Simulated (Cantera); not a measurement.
A Cantera script and its output.

```python
import numpy as np
import cantera as ct

gas = ct.Solution("gri30.yaml")
gas.TPX = 1625, 100000, {'C3H8': 1, 'O2': 5.62, 'N2': 21.1}
reactor = ct.IdealGasReactor(gas, energy="on", clone=False)
net = ct.ReactorNet([reactor])
net.rtol, net.atol = 1e-08, 1e-16
show = ['C3H8', 'O2', 'C2H6', 'C2H4', 'C2H2']
times = np.geomspace(3e-06, 0.2, 12)

steps = ct.SolutionArray(gas, extra=["t"])
rows = []
print(f"{'t/s':>10s}{'T/K':>9s}{'P/Pa':>11s}" + "".join(f"{s:>11s}" for s in show))
for t in times:
    while net.time < t:
        t_next = net.step()
        steps.append(gas.state, t=t_next)
    rows.append([np.interp(t, steps.t, y) for y in (steps.T, steps.P, *steps(*show).X.T)])
    print(f"{t:10.3e}{rows[-1][0]:9.1f}{rows[-1][1]:11.4g}" + "".join(f"{x:11.3e}" for x in rows[-1][2:]))
rate = np.gradient(steps.T, steps.t)
print("integrator steps:", len(steps.t))
if steps.T.max() > steps.T[0] + 200:
    print(f"time of steepest temperature rise: {steps.t[rate.argmax()]:.4e} s")
gas.TPX = 1625, 100000, {'C3H8': 1, 'O2': 5.62, 'N2': 21.1}
gas.equilibrate("UV")
print(f"equilibrium (UV): T = {gas.T:.1f} K  " + "  ".join(f"{s} {gas[s].X[0]:.3e}" for s in show))
```

Output:

```
       t/s      T/K       P/Pa       C3H8         O2       C2H6       C2H4       C2H2
 3.000e-06   1611.1  9.939e+04  3.400e-02  2.018e-01  2.865e-05  1.599e-03  8.107e-07
 8.235e-06   1601.9  9.948e+04  2.858e-02  1.986e-01  5.188e-04  6.673e-03  2.171e-05
 2.260e-05   1754.8  1.133e+05  5.293e-03  1.673e-01  1.286e-03  2.267e-02  1.219e-03
 6.205e-05   2818.0  1.912e+05  1.364e-43  4.225e-02  1.203e-29  2.478e-23  4.204e-18
 1.703e-04   2939.0  1.977e+05  7.350e-43  3.880e-02  2.717e-29  4.864e-23  1.021e-17
 4.675e-04   2932.1  1.971e+05  8.671e-43  3.589e-02  3.032e-29  5.212e-23  1.057e-17
 1.283e-03   2927.5  1.967e+05  9.380e-43  3.435e-02  3.201e-29  5.387e-23  1.070e-17
 3.523e-03   2927.3  1.967e+05  9.421e-43  3.426e-02  3.211e-29  5.397e-23  1.071e-17
 9.670e-03   2927.3  1.967e+05  9.421e-43  3.426e-02  3.211e-29  5.397e-23  1.071e-17
 2.654e-02   2927.3  1.967e+05  9.421e-43  3.426e-02  3.211e-29  5.397e-23  1.071e-17
 7.286e-02   2927.3  1.967e+05  9.421e-43  3.426e-02  3.211e-29  5.397e-23  1.071e-17
 2.000e-01   2927.3  1.967e+05  9.421e-43  3.426e-02  3.211e-29  5.397e-23  1.071e-17
integrator steps: 1688
time of steepest temperature rise: 2.7471e-05 s
equilibrium (UV): T = 2927.3 K  C3H8 1.999e-42  O2 3.426e-02  C2H6 5.911e-29  C2H4 6.033e-23  C2H2 1.126e-17
```

Cantera simulation using GRI-Mech 3.0 (53 species, 325 reactions); the numbers are that mechanism's predictions, not measurements. GRI-Mech 3.0 was tuned for natural gas; its chemistry of propane as a main component is partial and can be far from experiment.
